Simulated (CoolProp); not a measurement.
Properties of C2F6 (R116) at several states.

Values from CoolProp's reference Helmholtz-energy equation of state, Lemmon 2006. It is a short technical equation, of lower accuracy than the large ones.

```json
[
 {"T (K)": "189.6", "p (MPa)": "0.0102", "phase": "gas", "cv (kJ/(kg K))": "0.5179", "Joule-Thomson coefficient (K/MPa)": "?", "expansivity (1/kK)": "5.362"},
 {"T (K)": "346.1", "p (MPa)": "0.158", "phase": "gas", "cv (kJ/(kg K))": "0.7830", "Joule-Thomson coefficient (K/MPa)": "?", "expansivity (1/kK)": "2.993"},
 {"T (K)": "337.3", "p (MPa)": "0.011", "phase": "gas", "cv (kJ/(kg K))": "0.7696", "Joule-Thomson coefficient (K/MPa)": "?", "expansivity (1/kK)": "2.973"}
]
```

Task: Complete the blanks.

Result: 
- 189.6, Joule-Thomson coefficient (K/MPa): 31.88
- 346.1, Joule-Thomson coefficient (K/MPa): 5.531
- 337.3, Joule-Thomson coefficient (K/MPa): 5.856
